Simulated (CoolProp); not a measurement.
Saturation properties of R236FA.

The numbers come from the reference Helmholtz-energy equation of state, Pan 2012 in CoolProp.

```csv
T (K),p (MPa),liquid density (kg/m³),liquid cp (kJ/(kg K)),liquid viscosity (µPa s),vapour viscosity (µPa s)
281.4,0.1494,1415,1.207,355,10.3
292.8,0.2266,1378,1.227,306,10.7
304.2,0.3313,1339,1.251,265,11.1
315.6,0.4696,1297,1.280,230,11.5
327,0.6478,1253,1.316,200,12.0
338.3,0.8709,1206,1.362,173,12.5
349.7,1.150,1153,1.424,149,13.1
361.1,1.493,1093,1.517,127,13.9
372.5,1.910,1021,1.679,106,15.2
```

It boils at 271.7 K under 1 atm.

Viscosity comes from a separate model (Huber 2003), an estimate that may be off by 10 % or more.
